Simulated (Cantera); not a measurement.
A closed system holds: 1 mol BF3, 140 mol H2, at 777 °C and 6.10 mbar.

Method: chemical equilibrium by Gibbs-energy minimisation in Cantera with the NASA 1993 tables (ideal gas, pure condensed phases). Candidate condensed phases: B; 20 gas species. Equilibrium is a limit: real reactors are often held back by kinetics, nucleation or transport.

Base state: H2 0.993, BF3 0.00682, HF 0.000277, BHF2 0.000275 (mole fractions); condensed: gas only.

Q: What changes in the equilibrium state with this change: temperature from 777 °C to 1300 °C?

A: 
```tsv
species	before	after
H2	0.993	0.988
HF	0.000277	0.00466
BF3	0.00682	0.00359
BF	1.12e-8	0.00117
H	1.03e-7	0.000518
BF2	1.57e-6	0.00141
```
The tables' values for BF2 are old estimates; treat these amounts as uncertain.
